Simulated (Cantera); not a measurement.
An adiabatic, constant-volume homogeneous reactor starts with CH4 : O2 : N2 = 1 : 2.67 : 10 (molar parts), equivalence ratio 0.75, at 1275 K and 1.01 bar. Integrator tolerance rtol = 1e-08.

Cantera simulation using GRI-Mech 3.0 (53 species, 325 reactions); the numbers are that mechanism's predictions, not measurements.

Q: What does this change do: initial temperature 1275 to 1425 K?

A: 
| quantity | before | after |
|---|---|---|
| time of steepest temperature rise | 13.2 ms | 2.16 ms |
| temperature at 0.400 s | 2720 K | 2771 K |
| equilibrium temperature | 2720 K | 2771 K |
| x(CH4) at 0.400 s | <1e-12 (gas-phase equilibrium <1e-12) | <1e-12 (gas-phase equilibrium <1e-12) |
| x(O2) at 0.400 s | 0.0464 (gas-phase equilibrium 0.0464) | 0.0470 (gas-phase equilibrium 0.0470) |
| x(C2H2) at 0.400 s | <1e-12 (gas-phase equilibrium <1e-12) | <1e-12 (gas-phase equilibrium <1e-12) |
| x(C2H) at 0.400 s | <1e-12 (gas-phase equilibrium <1e-12) | <1e-12 (gas-phase equilibrium <1e-12) |
| x(OH) at 0.400 s | 0.0172 (gas-phase equilibrium 0.0172) | 0.0198 (gas-phase equilibrium 0.0198) |
| x(CO) at 0.400 s | 0.0180 (gas-phase equilibrium 0.0180) | 0.0217 (gas-phase equilibrium 0.0217) |
